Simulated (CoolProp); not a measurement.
Water along the isotherm 581.1 K: density (kg/m³) from the reference equation and from simpler models built on Tc = 647.1 K, pc = 22060 kPa, ω = 0.344; each cubic takes its own stable root.

Model: reference Helmholtz-energy equation of state, Wagner 2002, in CoolProp.

```tsv
p (kPa)	phase	reference	van der Waals	Redlich-Kwong	Soave-Redlich-Kwong	Peng-Robinson
105	gas	0.3925	0.3922	0.3924	0.3924	0.3925
154	gas	0.5762	0.5758	0.5761	0.5762	0.5764
225	gas	0.8433	0.8423	0.8429	0.8432	0.8436
331	gas	1.244	1.241	1.243	1.243	1.244
486	gas	1.833	1.828	1.831	1.832	1.834
713	gas	2.703	2.692	2.699	2.702	2.706
1050	gas	4.014	3.989	4.005	4.010	4.019
1540	gas	5.960	5.904	5.939	5.951	5.970
2250	gas	8.874	8.744	8.821	8.850	8.890
3310	gas	…	13.14	13.32	13.39	13.48
4860	gas	20.81	19.96	20.38	20.56	20.77
7130	gas	…	30.97	32.07	32.59	33.13
10500	liquid	697.6	50.77	54.31	…	…
15400	liquid	709.2	332.8	454.8	…	550.7
22500	liquid	723.6	…	473.1	499.9	564.7
33100	liquid	741.5	371.8	493.9	516.2	581.9
```

Q: Some entries are withheld; supply them.

A: 
- 3310, reference: 13.46
- 7130, reference: 33.56
- 10500, Soave-Redlich-Kwong: 475.6
- 10500, Peng-Robinson: 539.2
- 15400, Soave-Redlich-Kwong: 486.6
- 22500, van der Waals: 352.9

At some of these states van der Waals, Redlich-Kwong gives the other phase, because its saturation line lies elsewhere.
